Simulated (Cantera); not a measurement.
## Ammonia decomposition in nitride growth gas

An isothermal, constant-pressure homogeneous reactor starts with NH3 : N2 = 1 : 0.15 (molar parts), at 1523 K and 22.5 Torr.

Cantera simulation using the gas-phase N/H chemistry of the illustrative SiF4/NH3 mechanism in the Surface Chemkin manual (1991); the numbers are that mechanism's predictions, not measurements. Walls and surfaces, which speed up NH3 decomposition in real reactors, are not modelled.

```csv
t (s),x NH3,x N2H4,x NH2,x N,x H,x H2
0.000200,0.870,<1e-12,1.14e-7,<1e-12,1.57e-9,5.60e-8
0.000632,0.870,<1e-12,3.63e-7,<1e-12,1.57e-9,1.81e-7
0.00200,0.870,2.57e-12,1.15e-6,<1e-12,1.57e-9,5.74e-7
0.00632,0.870,2.98e-11,3.64e-6,<1e-12,1.58e-9,1.83e-6
0.0200,0.870,3.11e-10,1.15e-5,<1e-12,1.78e-9,6.06e-6
0.0632,0.870,3.05e-9,3.57e-5,6.01e-12,4.03e-9,2.88e-5
0.200,0.869,1.74e-8,8.54e-5,7.29e-11,2.73e-8,0.000320
0.632,0.867,2.15e-8,9.48e-5,3.30e-10,1.15e-7,0.00203
2.00,0.860,2.08e-8,9.34e-5,1.11e-9,3.81e-7,0.00755
6.32,0.839,1.94e-8,9.01e-5,3.19e-9,1.19e-6,0.0245
20.0,0.778,1.67e-8,8.36e-5,6.62e-9,3.54e-6,0.0737
```
x: mole fraction; the columns are a selection and need not sum to one.

Equilibrium at this temperature and pressure: NH3 5.48e-7, N2H4 <1e-12, NH2 1.98e-10, N <1e-12, H 0.000112, H2 0.698 (gas phase only).
